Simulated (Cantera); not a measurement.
Feed: 1 mol BN, 0.34 mol H₂O, equilibrated at 1198.15 K and 21.0 mbar.

Equilibrium computed with Cantera from the NASA thermochemical tables; the gas is ideal and each condensed phase is pure. Candidate condensed phases: B, BN, B₂O₃, B₃O₃H₃, H₂O; 39 gas species. Mutual solubility and eutectic melting of coexisting phases are not modelled. Rates play no part.

Base state: H₂ 0.749, N₂ 0.250, H₂O 0.00116, HBO₂ 0.000190 (mole fractions); condensed: BN(s) + B₂O₃(l).

Question: What changes in the equilibrium state with this change: temperature from 1198.15 K to 1950 K?

Answer: 
```csv
species,before,after
H₂,0.749,0.459
N₂,0.250,0.229
HBO,6.38e-6,0.121
B₂O₂,1.14e-9,0.0937
BO,<1e-9,0.0215
B₂O₃,4.12e-7,0.0588
HBO₂,0.000190,0.0108
B₂O,<1e-9,2.96e-5
BH₂,<1e-9,1.71e-5
BO₂,<1e-9,1.38e-5
H,1.14e-6,0.00536
"BN(s), mol",0.774,0.705
"B₂O₃(l), mol",0.113,0
```
The tables' values for BH₂ are old estimates; treat these amounts as uncertain.
